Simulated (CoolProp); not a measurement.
Vapour-liquid equilibrium of benzene (1) + p-xylene (2) at 0.32 MPa; x and y are mole fractions of (1).

Values from CoolProp's multi-fluid Helmholtz-energy mixture model, Thol 2012 and Zhou 2012; pair parameters Bell 2016.

Q: Give the bubble temperature and the first vapour's composition at x = 0.35, 0.425, 0.5. Is there an azeotrope?

A: x = 0.35: 428.8 K, y = 0.661; x = 0.425: 423.6 K, y = 0.734; x = 0.5: 418.9 K, y = 0.794. No azeotrope shows between x = 0.05 and 0.95.

The pair parameters rest on a limited set of measurements; away from them the model extrapolates.
